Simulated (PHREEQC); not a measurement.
1.2 g of hydrous ferric oxide (600 m²/g; 0.2 weak and 0.005 strong sites per Fe, Dzombak-Morel constants, diffuse double layer) in 1 kg of water with 0.05 mol/kgw of an inert sodium salt and 0.018 mmol/kgw ZnCl2, at 25 °C; the pH is set by adding NaOH or the inert anion's acid. Oxygen alone is held at its pressure in air (log pO2 = -0.68). The system is closed to CO2. Nothing may precipitate in this run.

The numbers come from PHREEQC with the ion-association model, wateq4f.dat.

| pH | Zn sorbed (%) | surface charge σ (C/m²) | surface potential ψ (mV) |
|---|---|---|---|
| 3 | 0.0 | 0.357 | 169 |
| 3.67 | 0.0 | ___ | ___ |
| 4.33 | 0.5 | 0.259 | ___ |
| 5 | 7.7 | 0.181 | ___ |
| 5.67 | 52.1 | 0.115 | 112 |
| 6.33 | 93.2 | 0.068 | 86 |
| 7 | 99.5 | 0.035 | 56 |
| 7.67 | 100.0 | 0.012 | 23 |
| 8.33 | 100.0 | ___ | -11 |
| 9 | 100.0 | -0.026 | -44 |
| 9.67 | 100.0 | -0.054 | -76 |
| 10.33 | 100.0 | -0.096 | -103 |
| 11 | 100.0 | -0.157 | -127 |

Task: What belongs in the gaps?

Result: 
- 3.67, surface charge σ (C/m²): 0.324
- 3.67, surface potential ψ (mV): 164
- 4.33, surface potential ψ (mV): 153
- 5, surface potential ψ (mV): 135
- 8.33, surface charge σ (C/m²): -0.005

Complexes and solids missing from the database can't appear. The oxide is taken as insoluble; below pH 4 it would dissolve.
